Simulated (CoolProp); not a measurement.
Normal hydrogen at 293.15 K and 0.161 MPa is throttled through a valve to 0.0575 MPa with no heat exchange. Each further row changes one setting.

Values from CoolProp's reference Helmholtz-energy equation of state, Leachman 2009.

```tsv
case	final density (kg/m³)
as stated	0.0475
outlet pressure 0.0173 MPa	0.0143
outlet pressure 0.0748 MPa	0.0618
```
